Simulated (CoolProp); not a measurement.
A single-stage vapour-compression cycle with R115: evaporating at 241.15 K (dew point), condensing at 311.15 K (bubble point), superheat 5 K, subcooling 5 K, compressor efficiency 0.7, no pressure losses. Each further row changes one setting.

Model: reference Helmholtz-energy equation of state, Lemmon 2016, in CoolProp.

```
case                              cooling COP  pressure ratio  discharge temperature (K)  refrigerating effect (kJ/kg)  volumetric capacity (kJ/m³)
--------------------------------  -----------  --------------  -------------------------  ----------------------------  ---------------------------
as stated                                1.47            9.05                      320.0                          58.9                          647
evaporating temperature 246.15 K         1.69            7.38                      319.2                          61.7                          822
condensing temperature 306.15 K          1.70            8.01                      315.3                          64.5                          709
subcooling 10 K                          1.61            9.05                      320.0                          64.6                          709
superheat 15 K                           1.55            9.05                      330.2                          65.6                          688
compressor efficiency 0.6                1.26            9.05                      327.5                          58.9                          647
```
